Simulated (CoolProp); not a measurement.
A single-stage vapour-compression cycle with chlorine: evaporating at 247.15 K (dew point), condensing at 286.15 K (bubble point), superheat 2 K, subcooling 5 K, compressor efficiency 0.6, no pressure losses. Each further row changes one setting.

Computed with CoolProp (reference Helmholtz-energy equation of state, Thol 2021).

| case | cooling COP | pressure ratio | discharge temperature (K) | refrigerating effect (kJ/kg) | volumetric capacity (kJ/m³) |
|---|---|---|---|---|---|
| as stated | 3.31 | 3.89 | 407.3 | 251 | 1260 |
| evaporating temperature 252.15 K | 3.95 | … | 387.9 | 253 | … |
| condensing temperature 281.15 K | 3.87 | 3.34 | 387.5 | 256 | 1280 |
| subcooling 10 K | … | 3.89 | 407.3 | 256 | 1280 |
| superheat 12 K | 3.23 | 3.89 | 423.1 | 256 | 1230 |
| compressor efficiency 0.5 | 2.76 | 3.89 | 436.5 | 251 | 1260 |

**Question.** Complete the blanks.

**Answer.** 
- evaporating temperature 252.15 K, pressure ratio: 3.18
- evaporating temperature 252.15 K, volumetric capacity (kJ/m³): 1530
- subcooling 10 K, cooling COP: 3.37
